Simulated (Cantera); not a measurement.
A Cantera script and what it prints.

```python
import numpy as np
import cantera as ct

gas_names = """
    C CH CH2 CH3 CH2OH CH3O CH4 CH3OH CO CO2 COOH C2 C2H CHCO,ketyl C2H2,acetylene C2H2,vinylidene
    CH2CO,ketene C2H3,vinyl CH3CO,acetyl C2H4 C2H4O,ethylen CH3CHO,ethanal CH3COOH (HCOOH)2 C2H5 C2H6
    CH3OCH3 C2H5OH C2O C3 C3H3,propargyl C3H4,allene C3H4,propyne C3H4,cyclo- C3H5,allyl C3H6,propylene
    C3H6,cyclo- C3H6O C3H7,n-propyl C3H7,i-propyl C3H8 C3H8O,1propanol C3H8O,2propanol C3O2 C4 C4H2
    C4H4,1,3-cyclo- C4H6,butadiene C4H6,2-butyne C4H6,cyclo- C4H8,1-butene C4H8,cis2-buten
    C4H8,tr2-butene C4H8,isobutene C4H8,cyclo- (CH3COOH)2 C4H9,n-butyl C4H9,i-butyl C4H9,s-butyl
    C4H9,t-butyl C4H10,isobutane C4H10,n-butane C5 C5H6,1,3cyclo- C5H8,cyclo- C5H10,1-pentene
    C5H10,cyclo- C5H11,pentyl C5H11,t-pentyl C5H12,n-pentane C5H12,i-pentane CH3C(CH3)2CH3 C6H2
    C6H5,phenyl C6H5O,phenoxy C6H6 C6H5OH,phenol C6H10,cyclo- C6H12,1-hexene C6H12,cyclo- C6H13,n-hexyl
    C7H7,benzyl C7H8 C7H8O,cresol C7H14,1-heptene C7H15,n-heptyl C7H16,n-heptane C8H8,styrene
    C8H10,ethylbenz C8H16,1-octene C8H17,n-octyl C8H18,isooctane C8H18,n-octane C9H19,n-nonyl
    C10H8,naphthale C10H21,n-decyl C12H9,o-bipheny C12H10,bipheny H HCO HO2 H2 HCHO,formaldehy HCOOH H2O
    H2O2 O OH O2 O3 Si SiC SiC2 SiC4H12 SiH SiH2 SiH3 SiH4 SiO SiO2 Si2 Si2C Si3
""".split()
cond_names = """
    C(gr) C6H6(L) C7H8(L) C8H18(L),n-octa H2O(s) H2O(L) Si(cr) Si(L) SiC(b) SiO2(Lqz) SiO2(hqz) SiO2(L)
""".split()


def load(file, names, dense=False):
    # The tables refer to 1 bar. Condensed volumes are neglected.
    table = {s.name: s for s in ct.Species.list_from_file(file)}
    out = []
    for n in names:
        d = dict(table[n].input_data)
        d["thermo"] = dict(d["thermo"], **{"reference-pressure": 1e5})
        if dense:
            d["equation-of-state"] = {"model": "constant-volume", "density": "1e6 g/cm^3"}
        out.append(ct.Species.from_dict(d))
    return out


gas = ct.Solution(thermo="ideal-gas", species=load("nasa_gas.yaml", gas_names))
cond = {s.name: ct.Solution(thermo="fixed-stoichiometry", species=[s], name=s.name)
        for s in load("nasa_condensed.yaml", cond_names, dense=True)}
atoms = {
    'SiC': {'Si': 1, 'C': 1},
    'CO2': {'C': 1, 'O': 2},
    'H2': {'H': 2},
}
top_T = {'C(gr)': 4500, 'SiC(b)': 3050}  # K; cautious upper limits of use, not melting points


def equilibrate(T, P, feed):
    n = {}
    for name, mol in feed.items():
        for a, k in atoms[name].items():
            n[a] = n.get(a, 0.0) + k * mol
    gas.TPX = T, P, n
    mass = sum(n.values()) * gas.mean_molecular_weight
    gas.equilibrate("TP")
    valid = [c for c in cond.values() if c.min_temp <= T <= top_T.get(c.name, c.max_temp)]
    mix = ct.Mixture([(gas, mass / gas.mean_molecular_weight)] + [(c, 0.0) for c in valid])
    mix.T, mix.P = T, P
    mix.equilibrate("TP", solver="vcs", rtol=1e-11, max_steps=5000)
    return mix


results = []
T = 1323.15  # K
P = 110000  # Pa
for m in [70, 90, 120, 150, 190, 240, 310, 400, 510]:
    feed = {'SiC': 1, 'CO2': 4, 'H2': m}  # mol
    mix = equilibrate(T, P, feed)
    results.append((T, P, feed, dict(zip(mix.species_names, mix.species_moles))))

top = {s: max(r[3][s] / sum(r[3][g] for g in gas_names) for r in results) for s in gas_names}
cols = sorted((s for s in top if top[s] > 1e-06), key=lambda s: -top[s])[:9]
seen = [c for c in cond_names if any(r[3].get(c, 0) > 1e-12 for r in results)]
print("log10 of partial pressures in bar; condensed amounts in mol")
print(f"{'n(H2)':>10s}" + "".join(f"{s[:9]:>10s}" for s in cols + seen))
for T, P, feed, n in results:
    ng = sum(n[g] for g in gas_names)
    print(f"{feed['H2']:10.4g}" + "".join(f"{np.log10(max(n[s] / ng * P / 1e5, 1e-99)):10.3f}" for s in cols)
          + "".join(f"{n.get(c, 0):10.4g}" for c in seen))
```

Result:

```
log10 of partial pressures in bar; condensed amounts in mol
     n(H2)        H2        CO       H2O       CO2       CH4         H SiO2(hqz)
        70     0.005    -1.139    -1.842    -3.255    -3.585    -5.796         1
        90     0.013    -1.242    -1.939    -3.462    -3.567    -5.792         1
       120     0.020    -1.361    -2.051    -3.701    -3.553    -5.789         1
       150     0.024    -1.455    -2.139    -3.887    -3.546    -5.787         1
       190     0.028    -1.555    -2.233    -4.084    -3.543    -5.785         1
       240     0.031    -1.655    -2.325    -4.280    -3.542    -5.783         1
       310     0.033    -1.766    -2.426    -4.493    -3.544    -5.782         1
       400     0.035    -1.877    -2.526    -4.706    -3.550    -5.781         1
       510     0.036    -1.983    -2.620    -4.907    -3.558    -5.781         1
```

These are equilibrium values from Cantera (NASA tables, ideal gas, pure condensed phases), not measurements of a reactor. The tables hold silica as quartz up to 1696 K and as liquid above; real silica turns to tridymite and cristobalite and melts near 1996 K. Gases not in the tables: Si(OH)4.
